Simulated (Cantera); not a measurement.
Charge: 1 mol SiHCl3, 0.052 mol CH4, 4.8 mol H2, 0.42 mol C2H2, held at 1827 °C.

Cantera equilibrium calculation (NASA polynomials, part measured and part estimated; ideal gas, pure solids and liquids). Candidate condensed phases: C, C6H6, C7H8, C8H18, Si, SiC; 109 gas species. Kinetics and transport are ignored.

**Question.** What share of the Si ends up in condensed phases as a function of P (Pa), at 100, 400, 1600, 6300, 25000, 100000?

**Answer.** 
```csv
P (Pa),Si condensed (%),as
100,67.7,SiC(s)
400,74.5,SiC(s)
1600,76.0,SiC(s)
6300,76.2,SiC(s)
25000,76.0,SiC(s)
100000,75.5,SiC(s)
```
